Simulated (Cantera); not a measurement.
Input (Python, Cantera) and output of one run.

```python
import numpy as np
import cantera as ct

gas_names = """
    CL CL2 H HCL H2 N NH NH2 NH3 N2 N2H2 N2H4 Si SiCL SiCL2 SiCL3 SiCL4 SiH SiHCL3 SiH2 SiH2CL2 SiH3
    SiH3CL SiH4 SiN Si2 Si2N Si3
""".split()
cond_names = """
    NH4CL(a) NH4CL(b) Si(cr) Si(L) Si3N4(a)
""".split()


# ... load() reads the species with a 1 bar reference pressure and builds the phases ...
atoms = {
    'Si': {'Si': 1},
    'HCl': {'H': 1, 'CL': 1},
    'N2': {'N': 2},
}
top_T = {'Si3N4(a)': 2400}  # K; cautious upper limits of use, not melting points


# ... equilibrate(T, P, feed) seeds the gas with the atoms and calls Mixture.equilibrate('TP', solver="vcs", rtol=1e-11, max_steps=5000) ...
results = []
feed = {'Si': 1, 'HCl': 4.6, 'N2': 0.31}  # mol
P = 100000  # Pa
for T in [623, 723, 823, 923, 1023, 1123, 1223, 1323]:
    mix = equilibrate(T, P, feed)
    results.append((T, P, feed, dict(zip(mix.species_names, mix.species_moles))))
    x = sorted(zip(gas.X, gas.species_names), reverse=True)
    print(f"T = {T:g} K  P = {P:g} Pa  gas = {mix.phase_moles(0):.4g} mol")
    print("   x: " + "  ".join(f"{s} {v:.3e}" for v, s in x if v > 0.001))
    print("   condensed (mol): " + ("  ".join(f"{mix.phase(i).name} {mix.phase_moles(i):.4g}"
          for i in range(1, mix.n_phases) if mix.phase_moles(i) > 1e-12) or "none"))
```

It prints:

```
T = 623 K  P = 100000 Pa  gas = 3.921 mol
   x: H2 4.751e-01  SiCL4 2.394e-01  HCL 2.156e-01  N2 6.743e-02  NH3 2.415e-03
   condensed (mol): Si3N4(a) 0.02044
T = 723 K  P = 100000 Pa  gas = 3.944 mol
   x: H2 4.516e-01  HCL 2.615e-01  SiCL4 2.261e-01  N2 6.013e-02
   condensed (mol): Si3N4(a) 0.03592
T = 823 K  P = 100000 Pa  gas = 3.957 mol
   x: H2 4.318e-01  HCL 2.979e-01  SiCL4 2.158e-01  N2 5.394e-02
   condensed (mol): Si3N4(a) 0.04811
T = 923 K  P = 100000 Pa  gas = 3.967 mol
   x: H2 4.158e-01  HCL 3.267e-01  SiCL4 2.075e-01  N2 4.901e-02
   condensed (mol): Si3N4(a) 0.05771
T = 1023 K  P = 100000 Pa  gas = 3.975 mol
   x: H2 4.026e-01  HCL 3.499e-01  SiCL4 2.003e-01  N2 4.515e-02  SiHCL3 1.951e-03
   condensed (mol): Si3N4(a) 0.06523
T = 1123 K  P = 100000 Pa  gas = 3.982 mol
   x: H2 3.916e-01  HCL 3.686e-01  SiCL4 1.937e-01  N2 4.220e-02  SiHCL3 3.529e-03
   condensed (mol): Si3N4(a) 0.07098
T = 1223 K  P = 100000 Pa  gas = 3.989 mol
   x: HCL 3.837e-01  H2 3.819e-01  SiCL4 1.868e-01  N2 4.012e-02  SiHCL3 5.737e-03  SiCL3 1.670e-03
   condensed (mol): Si3N4(a) 0.07498
T = 1323 K  P = 100000 Pa  gas = 4.001 mol
   x: HCL 3.956e-01  H2 3.727e-01  SiCL4 1.775e-01  N2 3.920e-02  SiHCL3 8.487e-03  SiCL3 5.492e-03
   condensed (mol): Si3N4(a) 0.07657
```

Cantera equilibrium calculation (NASA polynomials, part measured and part estimated; ideal gas, pure solids and liquids). N2 is the only nitrogen source here; it is nearly inert below about 1500 K, so the nitride shown seldom forms there in practice. The tables' values for SiCl3 are old estimates; treat these amounts as uncertain.
